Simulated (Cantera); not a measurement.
**Cu₂O + H₂ + N₂ (hydrogen reduction and annealing atmospheres)**

Input: 1 mol Cu₂O, 160 mol H₂, 3.5 mol N₂, at 13.0 Pa.

Equilibrium computed with Cantera from the NASA thermochemical tables; the gas is ideal and each condensed phase is pure. Candidate condensed phases: Cu, CuO, Cu(OH)₂, Cu₂O, H₂O; 27 gas species. The numbers say what is thermodynamically allowed, not how fast it happens.

```json
[
 {"T (K)": "775", "log p H₂": "-3.90", "log p H": "-13.95", "log p N₂": "-5.56", "log p Cu": "-15.88", "log p H₂O": "-6.10", "log p OH": "<-15", "n Cu(s)": "2.00", "n Cu(l)": "0"},
 {"T (K)": "875", "log p H₂": "-3.90", "log p H": "-12.25", "log p N₂": "-5.56", "log p Cu": "-13.30", "log p H₂O": "-6.10", "log p OH": "<-15", "n Cu(s)": "2.00", "n Cu(l)": "0"},
 {"T (K)": "975", "log p H₂": "-3.90", "log p H": "-10.89", "log p N₂": "-5.56", "log p Cu": "-11.25", "log p H₂O": "-6.10", "log p OH": "-15.83", "n Cu(s)": "2.00", "n Cu(l)": "0"},
 {"T (K)": "1075", "log p H₂": "-3.90", "log p H": "-9.78", "log p N₂": "-5.56", "log p Cu": "-9.59", "log p H₂O": "-6.10", "log p OH": "-14.41", "n Cu(s)": "2.00", "n Cu(l)": "0"},
 {"T (K)": "1175", "log p H₂": "-3.90", "log p H": "-8.86", "log p N₂": "-5.56", "log p Cu": "-8.22", "log p H₂O": "-6.10", "log p OH": "-13.22", "n Cu(s)": "1.99", "n Cu(l)": "0"},
 {"T (K)": "1275", "log p H₂": "-3.90", "log p H": "-8.08", "log p N₂": "-5.56", "log p Cu": "-7.06", "log p H₂O": "-6.10", "log p OH": "-12.22", "n Cu(s)": "1.89", "n Cu(l)": "0"},
 {"T (K)": "1375", "log p H₂": "-3.90", "log p H": "-7.42", "log p N₂": "-5.56", "log p Cu": "-6.08", "log p H₂O": "-6.10", "log p OH": "-11.36", "n Cu(s)": "0", "n Cu(l)": "0.958"},
 {"T (K)": "1475", "log p H₂": "-3.90", "log p H": "-6.84", "log p N₂": "-5.56", "log p Cu": "-5.80", "log p H₂O": "-6.11", "log p OH": "-10.62", "n Cu(s)": "0", "n Cu(l)": "0"},
 {"T (K)": "1575", "log p H₂": "-3.91", "log p H": "-6.33", "log p N₂": "-5.56", "log p Cu": "-5.80", "log p H₂O": "-6.11", "log p OH": "-9.97", "n Cu(s)": "0", "n Cu(l)": "0"},
 {"T (K)": "1675", "log p H₂": "-3.91", "log p H": "-5.89", "log p N₂": "-5.56", "log p Cu": "-5.81", "log p H₂O": "-6.11", "log p OH": "-9.40", "n Cu(s)": "0", "n Cu(l)": "0"},
 {"T (K)": "1775", "log p H₂": "-3.91", "log p H": "-5.50", "log p N₂": "-5.57", "log p Cu": "-5.81", "log p H₂O": "-6.11", "log p OH": "-8.90", "n Cu(s)": "0", "n Cu(l)": "0"},
 {"T (K)": "1875", "log p H₂": "-3.93", "log p H": "-5.15", "log p N₂": "-5.57", "log p Cu": "-5.82", "log p H₂O": "-6.12", "log p OH": "-8.45", "n Cu(s)": "0", "n Cu(l)": "0"},
 {"T (K)": "1975", "log p H₂": "-3.96", "log p H": "-4.84", "log p N₂": "-5.59", "log p Cu": "-5.83", "log p H₂O": "-6.14", "log p OH": "-8.04", "n Cu(s)": "0", "n Cu(l)": "0"}
]
```
log p: log10 of the partial pressure in bar; n: condensed amount in mol.

From 775 K to 1275 K the condensed part is Cu(s). At 1375 K the condensed part is Cu(l). From 1475 K to 1975 K nothing is condensed.
